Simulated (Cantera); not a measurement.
Feed: 1 mol Si₃N₄, 0.047 mol Si, 0.14 mol N₂, equilibrated at 0.100 bar.

These are equilibrium values from Cantera (NASA tables, ideal gas, pure condensed phases), not measurements of a reactor. Candidate condensed phases: Si, Si₃N₄; 7 gas species. The tables' values for SiN are old estimates; treat these amounts as uncertain. Kinetics and transport are ignored.

x: gas mole fraction; n: condensed amount in mol.

```json
[
 {"T (K)": "1950", "x N₂": "1.000", "x Si": "0.000212", "x Si₂": "1.72e-6", "x SiN": "1.97e-5", "x Si₂N": "2.41e-5", "x Si₃": "…", "n Si₃N₄(s)": "1.02", "n Si(l)": "0"},
 {"T (K)": "2025", "x N₂": "0.999", "x Si": "0.000582", "x Si₂": "6.40e-6", "x SiN": "4.52e-5", "x Si₂N": "5.80e-5", "x Si₃": "…", "n Si₃N₄(s)": "0", "n Si(l)": "3.05"},
 {"T (K)": "2100", "x N₂": "0.998", "x Si": "0.00133", "x Si₂": "1.74e-5", "x SiN": "8.75e-5", "x Si₂N": "0.000105", "x Si₃": "…", "n Si₃N₄(s)": "0", "n Si(l)": "3.04"},
 {"T (K)": "2175", "x N₂": "0.997", "x Si": "0.00289", "x Si₂": "4.40e-5", "x SiN": "0.000162", "x Si₂N": "0.000182", "x Si₃": "…", "n Si₃N₄(s)": "0", "n Si(l)": "3.04"},
 {"T (K)": "2250", "x N₂": "0.993", "x Si": "0.00592", "x Si₂": "0.000104", "x SiN": "0.000286", "x Si₂N": "0.000304", "x Si₃": "…", "n Si₃N₄(s)": "0", "n Si(l)": "3.03"},
 {"T (K)": "2325", "x N₂": "0.987", "x Si": "0.0116", "x Si₂": "0.000234", "x SiN": "0.000488", "x Si₂N": "0.000489", "x Si₃": "…", "n Si₃N₄(s)": "0", "n Si(l)": "3.02"},
 {"T (K)": "2400", "x N₂": "0.976", "x Si": "0.0218", "x Si₂": "0.000498", "x SiN": "0.000802", "x Si₂N": "0.000762", "x Si₃": "…", "n Si₃N₄(s)": "0", "n Si(l)": "2.99"},
 {"T (K)": "2475", "x N₂": "0.957", "x Si": "0.0393", "x Si₂": "0.00101", "x SiN": "0.00127", "x Si₂N": "0.00115", "x Si₃": "…", "n Si₃N₄(s)": "0", "n Si(l)": "2.95"},
 {"T (K)": "2550", "x N₂": "0.926", "x Si": "0.0685", "x Si₂": "0.00197", "x SiN": "0.00195", "x Si₂N": "0.00167", "x Si₃": "…", "n Si₃N₄(s)": "0", "n Si(l)": "2.87"},
 {"T (K)": "2625", "x N₂": "0.875", "x Si": "0.116", "x Si₂": "0.00368", "x SiN": "0.00288", "x Si₂N": "0.00235", "x Si₃": "…", "n Si₃N₄(s)": "0", "n Si(l)": "2.72"},
 {"T (K)": "2700", "x N₂": "0.796", "x Si": "0.189", "x Si₂": "0.00663", "x SiN": "0.00407", "x Si₂N": "0.00318", "x Si₃": "…", "n Si₃N₄(s)": "0", "n Si(l)": "2.47"},
 {"T (K)": "2775", "x N₂": "0.675", "x Si": "0.302", "x Si₂": "0.0116", "x SiN": "0.00545", "x Si₂N": "0.00407", "x Si₃": "…", "n Si₃N₄(s)": "0", "n Si(l)": "1.96"},
 {"T (K)": "2850", "x N₂": "0.496", "x Si": "0.470", "x Si₂": "0.0196", "x SiN": "0.00665", "x Si₂N": "0.00476", "x Si₃": "…", "n Si₃N₄(s)": "0", "n Si(l)": "0.770"}
]
```

### Question
Complete the blanks.

### Answer

- 1950, x Si₃: 3.37e-7
- 2025, x Si₃: 1.36e-6
- 2100, x Si₃: 3.55e-6
- 2175, x Si₃: 8.68e-6
- 2250, x Si₃: 1.99e-5
- 2325, x Si₃: 4.33e-5
- 2400, x Si₃: 8.94e-5
- 2475, x Si₃: 0.000176
- 2550, x Si₃: 0.000333
- 2625, x Si₃: 0.000607
- 2700, x Si₃: 0.00107
- 2775, x Si₃: 0.00182
- 2850, x Si₃: 0.00300
